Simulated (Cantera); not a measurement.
Source: NASA polynomial tables (part measured, part estimated), evaluated in Cantera. Values are per mole of reaction as written; species without (g) are pure solids or liquids, kept so even where they would boil at 1 bar.

**Question.** Between 300 and 1798 K, where is each reaction favourable under standard conditions?
- 2 OH(g) + V2O3 ⇌ V2O4 + H2O(g)

**Answer.** 
- 2 OH(g) + V2O3 ⇌ V2O4 + H2O(g): ΔG° is -477 kJ at 300 K and -250 kJ at 1798 K; it stays negative (K > 1). ΔH° is -521 kJ and ΔS° -151 J/K at 1798 K.
